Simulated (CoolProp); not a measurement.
The fluid at 298.15 K and 0.107 MPa expands adiabatically to 0.0592 MPa with isentropic efficiency 0.85. The same conditions are run with several fluids, on thermodynamics alone (safety and materials aside).

Model: reference Helmholtz-energy equation of state of each fluid (R1233zd(E): Akasaka 2022; trans-2-butene: Lemmon 2005; CH3F (R41): Lemmon 2006; propyne: Polt 1992; R407C: Lemmon 2003), in CoolProp. The equations of Platzer and Polt are older, rougher fits. Blends and air are pseudo-pure fits.

Problem. Rank R1233zd(E), trans-2-butene, CH3F (R41), propyne, R407C by work (kJ/kg), highest first.

Solution. CH3F (R41) (34.0), propyne (29.4), trans-2-butene (21.0), R407C (13.8), R1233zd(E) (9.01)

```json
[
 {"fluid": "R1233zd(E)", "final temperature (K)": "285.1", "final density (kg/m³)": "3.34"},
 {"fluid": "trans-2-butene", "final temperature (K)": "283.2", "final density (kg/m³)": "1.44"},
 {"fluid": "CH3F (R41)", "final temperature (K)": "266.1", "final density (kg/m³)": "0.917"},
 {"fluid": "propyne", "final temperature (K)": "277.5", "final density (kg/m³)": "1.04"},
 {"fluid": "R407C", "final temperature (K)": "280.3", "final density (kg/m³)": "2.22"}
]
```
